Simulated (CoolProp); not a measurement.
Properties of C3F8 (R218) along the isotherm 166.85 °C (Tc = 71.9 °C, pc = 2.640 MPa, ω = 0.317).

Computed with CoolProp (reference Helmholtz-energy equation of state, Lemmon 2006). It is a short technical equation, of lower accuracy than the large ones.

```tsv
p (MPa)	phase	density (kg/m³)	cv (kJ/(kg K))	speed of sound (m/s)	conductivity (mW/(m K))	fugacity coefficient
0.471	gas	24.80	0.9301	139.8	25.1	0.9764
0.943	gas	50.94	0.9326	136.8	25.5	0.9531
1.41	gas	78.20	0.9352	133.8	25.9	0.9303
1.89	gas	107.8	0.9380	130.7	26.4	0.9073
2.36	gas	138.6	0.9409	127.8	26.9	0.8851
2.83	supercritical	171.1	0.9439	125.0	27.4	0.8634
3.3	supercritical	205.7	0.9469	122.5	28.1	0.8421
3.77	supercritical	242.1	0.9498	120.4	28.7	0.8213
4.24	supercritical	280.3	0.9526	118.9	29.4	0.8012
4.71	supercritical	320.2	0.9552	117.9	30.1	0.7818
5.19	supercritical	362.0	0.9576	117.7	30.8	0.7628
5.66	supercritical	403.6	0.9595	118.2	31.5	0.7451
6.13	supercritical	445.2	0.9611	119.5	32.2	0.7283
6.6	supercritical	486.3	0.9622	121.6	32.9	0.7124
```

Thermal conductivity comes from a separate model (Huber 2003), an estimate that may be off by 10 % or more.
